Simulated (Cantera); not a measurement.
Input: 1 mol SiC, 0.89 mol N2O, 210 mol H2, held at 0.00585 Torr.

Cantera equilibrium calculation (NASA polynomials, part measured and part estimated; ideal gas, pure solids and liquids). Candidate condensed phases: C, C6H6, C7H8, C8H18, H2O, Si, SiC, SiO2, Si2N2O, Si3N4; 151 gas species. The numbers say what is thermodynamically allowed, not how fast it happens. All values below are at 1725 °C.

Base state: H2 0.560, H 0.430, Si 0.00366, CO 0.00328, N2 0.00316, HCN 0.000228, C2H2 (acetylene) 5.82e-5, SiC2 2.06e-5 (mole fractions); condensed: gas only.

**Question.** What changes in the equilibrium state with this change: SiC replaced by Si?

**Answer.** 
| species | before | after |
|---|---|---|
| H2 | 0.560 | 0.562 |
| H | 0.430 | 0.431 |
| N2 | 0.00316 | 0.00330 |
| SiO | 1.01e-6 | 0.00330 |
| CO | 0.00328 | 0 |
| Si | 0.00366 | 0.000407 |
| HCN | 0.000228 | 0 |
| C2H2 (acetylene) | 5.82e-5 | 0 |
| SiC2 | 2.06e-5 | 0 |
| HNC | 1.29e-5 | 0 |
